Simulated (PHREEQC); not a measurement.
0.04 g of hydrous ferric oxide (600 m²/g; 0.2 weak and 0.005 strong sites per Fe, Dzombak-Morel constants, diffuse double layer) in 1 kg of water with 0.3 mol/kgw of an inert sodium salt, at 25 °C; the pH is set by adding NaOH or the inert anion's acid. Oxygen alone is held at its pressure in air (log pO2 = -0.68). No CO2 enters from the air. Precipitation was switched off in this run.

Model: ion-association model, wateq4f.dat, run in PHREEQC.

```tsv
pH	surface charge σ (C/m²)	surface potential ψ (mV)
4	0.349	123
4.5	0.318	118
5	0.269	110
5.5	0.210	98
6	0.154	83
6.5	0.106	65
7	0.066	46
7.5	0.034	26
8	0.006	5
8.5	-0.021	-17
9	-0.051	-38
9.5	-0.087	-57
10	-0.132	-75
10.5	-0.185	-91
11	-0.244	-105
11.5	-0.299	-115
12	-0.339	-120
```

Species that the database lacks are ignored.
